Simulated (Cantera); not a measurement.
## Equilibrium for sublimation and decomposition of ceramics: BN + N2

A closed system holds: 1 mol BN, 3.5 mol N2, at 2098.15 K.

These are equilibrium values from Cantera (NASA tables, ideal gas, pure condensed phases), not measurements of a reactor. Candidate condensed phases: B, BN; 5 gas species. The numbers say what is thermodynamically allowed, not how fast it happens.

From 1.00 Pa to 10.0 Pa the condensed part is B(s). From 1.00 mbar to 10.0 bar the condensed part is BN(s).

```csv
P (Pa),log p N2,log p B,log p BN,log p B2,log p N,n B(s),n BN(s)
1,-5.03,-6.20,-8.78,-10.88,-10.97,0.730,0
10,-4.00,-6.20,-8.27,-10.88,-10.46,0.974,0
100,-3.00,-6.36,-7.93,-11.20,-9.96,0,0.998
1000,-2.00,-6.86,-7.93,-12.20,-9.46,0,1.000
10000,-1.00,-7.36,-7.93,<-13,-8.96,0,1.000
100000,0.00,-7.86,-7.93,<-12,-8.46,0,1.00
1000000,1.00,-8.36,-7.93,<-11,-7.96,0,1.00
```
log p: log10 of the partial pressure in bar; n: condensed amount in mol.
